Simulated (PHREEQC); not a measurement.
Consider water at 60 °C with 0.0019 mol/kgw H2SO4, 9.6e-05 mol/kgw LiCl and 0.075 mol/kgw MgSO4. Closed to the air; pH follows from the charge balance.

All values are PHREEQC results (ion-association model, phreeqc.dat), not measurements.

```
quantity                  before   after
------------------------  ------  ------
pH                          3.02    3.32
ionic strength (mol/kgw)   0.111   0.109
MgSO4 (mol/kgw)           0.0475  0.0477
Mg+2 (mol/kgw)            0.0275  0.0273
SO4-2 (mol/kgw)           0.0268  0.0269
```

Name the change that produced these shifts.
A) MgSO4 from 0.075 to 0.0075 mol/kgw
B) temperature from 60 to 30 °C
C) LiCl replaced by (CH3)4NCl at the same molality
D) temperature from 60 to 55 °C
E) H2SO4 from 0.0019 to 0.00095 mol/kgw

E, H2SO4 from 0.0019 to 0.00095 mol/kgw

This is a speciation only: nothing precipitates in the calculation. At this temperature some constants are extrapolated from 25 °C, and those without enthalpy data are left unchanged.
